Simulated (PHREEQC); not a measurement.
PHREEQC input (Pitzer model, pitzer.dat):

```
SOLUTION 1
  temp 25
  units mol/kgw
  pH 7 charge
  Cl 0.0972
  K 0.0042
  Na 0.273
  Br 0.258
  Mg 0.039
  S(6) 0.00054
  Ca 0.00054
END
USE solution 1
INCREMENTAL_REACTIONS false
REACTION 1
  H2O -1
  0 9.886 18.011 24.689 30.178 34.689 38.397 41.444
  43.949 46.007 47.699 49.089 50.232 51.172 moles
EQUILIBRIUM_PHASES 1
  Arcanite 0 0
  Bischofite 0 0
  Bloedite 0 0
  Brucite 0 0
  Carnallite 0 0
  Epsomite 0 0
  Glaserite 0 0
  Glauberite 0 0
  Gypsum 0 0
  Anhydrite 0 0
  Halite 0 0
  Hexahydrite 0 0
  Kainite 0 0
  Kieserite 0 0
  Leonite 0 0
  Mirabilite 0 0
  Misenite 0 0
  Polyhalite 0 0
  Portlandite 0 0
  Schoenite 0 0
  Sylvite 0 0
  Syngenite 0 0
  Thenardite 0 0
  MgCl2_4H2O 0 0
SELECTED_OUTPUT 1
  -reset false
  -pH true
  -pe true
  -ionic_strength true
  -water true
  -activities H2O
  -totals Br Ca Cl K Mg Na S
  -molalities H+ Na+ K+ Mg+2 Ca+2 Cl- SO4-2 Br- OH- HSO4-
    MgOH+
  -equilibrium_phases Arcanite Bischofite Bloedite Brucite Carnallite Epsomite Glaserite Glauberite Gypsum Anhydrite
    Halite Hexahydrite Kainite Kieserite Leonite Mirabilite Misenite Polyhalite Portlandite Schoenite
    Sylvite Syngenite Thenardite MgCl2_4H2O
PRINT
  -reset false
END
```

Selected output (columns that matter, 14 of 14 rows; water left (kg) added in front):

```
water left (kg)	pH	mu	Br	Ca	Cl	K	Mg	Na	S	m_H+	m_Na+	m_K+	m_Mg+2	la_H2O
1	6.7287	0.39636	0.258	0.00054	0.0972	0.0042	0.039	0.273	0.00054	2.2695e-07	0.273	0.0042	0.039	-0.0048423
0.821894	6.6946	0.48225	0.31391	0.00065702	0.11826	0.0051101	0.047451	0.33216	0.00065702	2.41e-07	0.33216	0.0051101	0.047451	-0.0059128
0.675514	6.6556	0.58675	0.38193	0.00079939	0.14389	0.0062175	0.057734	0.40414	0.00079939	2.5686e-07	0.40414	0.0062175	0.057734	-0.0072324
0.555203	6.6108	0.7139	0.46469	0.00097262	0.17507	0.0075648	0.070245	0.49171	0.00097262	2.7494e-07	0.49171	0.0075648	0.070244	-0.0088648
0.456313	6.5589	0.86861	0.5654	0.0011834	0.21301	0.0092042	0.085468	0.59827	0.0011834	2.9577e-07	0.59827	0.0092042	0.085467	-0.010893
0.375043	6.4983	1.0568	0.68792	0.0014398	0.25917	0.011199	0.10399	0.72792	0.0014398	3.2011e-07	0.72792	0.011199	0.10399	-0.013427
0.30824	6.4269	1.2859	0.83701	0.0017519	0.31534	0.013626	0.12652	0.88567	0.0017519	3.4901e-07	0.88567	0.013626	0.12652	-0.016615
0.253345	6.3423	1.5645	1.0184	0.0021315	0.38367	0.016578	0.15394	1.0776	0.0021315	3.8402e-07	1.0776	0.016578	0.15394	-0.020654
0.208215	6.2411	1.9036	1.2391	0.0025935	0.46683	0.020171	0.18731	1.3111	0.0025935	4.274e-07	1.3111	0.020171	0.18731	-0.025827
0.171138	6.1193	2.316	1.5076	0.0031554	0.56796	0.024542	0.22789	1.5952	0.0031554	4.8244e-07	1.5952	0.024542	0.22789	-0.032517
0.140655	5.9719	2.818	1.8343	0.0038392	0.69105	0.02986	0.27727	1.9409	0.0038392	5.5419e-07	1.9409	0.02986	0.27727	-0.041287
0.115613	5.7929	3.4284	2.2316	0.0046708	0.84074	0.036328	0.33733	2.3613	0.0046708	6.5025e-07	2.3613	0.036328	0.33733	-0.052925
0.0950203	5.575	4.1713	2.7152	0.005683	1.0229	0.044201	0.41044	2.8731	0.005683	7.8261e-07	2.8731	0.044201	0.41044	-0.068603
0.0780853	5.3094	5.076	3.3041	0.0069155	1.2448	0.053787	0.49945	3.4962	0.0069155	9.7042e-07	3.4962	0.053787	0.49945	-0.090031
```
